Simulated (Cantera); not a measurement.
A closed system holds: 1 mol CuO, 3.8 mol H2, 0.38 mol H2O, held at 48.0 Torr.

Equilibrium computed with Cantera from the NASA thermochemical tables; the gas is ideal and each condensed phase is pure. Candidate condensed phases: Cu, CuO, Cu(OH)2, Cu2O, H2O; 12 gas species. Equilibrium is a limit: real reactors are often held back by kinetics, nucleation or transport.

Q: Which condensed phases are stable at each of these points (T (°C)): 1052, 1077, 1102, 1127, 1152, 1177, 1202, 1227, 1252?

A: 
```tsv
T (°C)	condensed phases	Cu condensed (%)
1052	Cu(s)	100.0
1077	Cu(s)	100.0
1102	Cu(l)	100.0
1127	Cu(l)	100.0
1152	Cu(l)	100.0
1177	Cu(l)	100.0
1202	Cu(l)	100.0
1227	Cu(l)	99.9
1252	Cu(l)	99.9
```

From 1052 °C to 1077 °C the condensed part is Cu(s). From 1102 °C to 1252 °C the condensed part is Cu(l).
